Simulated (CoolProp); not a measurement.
Vapour-liquid equilibrium of acetone (1) + n-hexane (2) at 468.8 K; x and y are mole fractions of (1).

Model: multi-fluid Helmholtz-energy mixture model, Lemmon 2006 and Thol 2019; pair parameters Bell 2016, in CoolProp.

```csv
x,"bubble pressure, mixture model (bar)","bubble pressure, Raoult's law (bar)","y, mixture model","y, Raoult's law"
0.05,18.49,17.30,…,0.074
0.125,…,17.96,0.207,0.179
0.2,22.34,18.62,0.293,0.276
0.275,23.81,19.29,0.366,0.367
0.35,25.02,19.95,0.430,0.451
0.425,26.01,20.62,…,0.530
0.5,26.78,21.28,0.548,0.604
0.575,27.34,21.95,…,0.674
0.65,…,22.61,0.664,0.739
0.725,27.77,23.28,0.724,0.801
0.8,…,23.94,0.787,0.859
0.875,…,24.61,0.857,0.914
0.95,26.43,25.27,0.938,0.967
```

Question: Fill in the missing entries.

Answer: 
- 0.05, y, mixture model: 0.096
- 0.125, bubble pressure, mixture model (bar): 20.59
- 0.425, y, mixture model: 0.490
- 0.575, y, mixture model: 0.606
- 0.65, bubble pressure, mixture model (bar): 27.67
- 0.8, bubble pressure, mixture model (bar): 27.62
- 0.875, bubble pressure, mixture model (bar): 27.19

The largest gap from Raoult's law is +26.1 % in bubble pressure, at x = 0.425. y crosses x between x = 0.65 and 0.725: the model has an azeotrope there.

The pair parameters rest on a limited set of measurements; away from them the model extrapolates.
